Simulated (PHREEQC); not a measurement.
A solution holds 0.074 mol/kgw HF, 0.00011 mol/kgw CuSO4 and 0.022 mol/kgw KCl, at 20 °C. Closed to the air; pH follows from the charge balance.

Model: ion-association model, phreeqc.dat, run in PHREEQC.

| quantity | before | after |
|---|---|---|
| pH | 2.11 | 2.00 |
| ionic strength (mol/kgw) | 0.0312 | 0.0338 |
| F- (mol/kgw) | 0.00717 | 0.00848 |
| HF2- (mol/kgw) | 0.00168 | 0.00301 |
| SI of Sylvite (KCl) | -4.34 | -4.34 |

Question: What was changed between the two runs?
(A) CuSO4 left out
(B) 0.0094 mol/kgw NaHCO3 added
(C) temperature from 20 to 65 °C
(D) HF from 0.074 to 0.0666 mol/kgw
(E) HF from 0.074 to 0.111 mol/kgw

Answer: E, HF from 0.074 to 0.111 mol/kgw

Precipitation was switched off in this run.
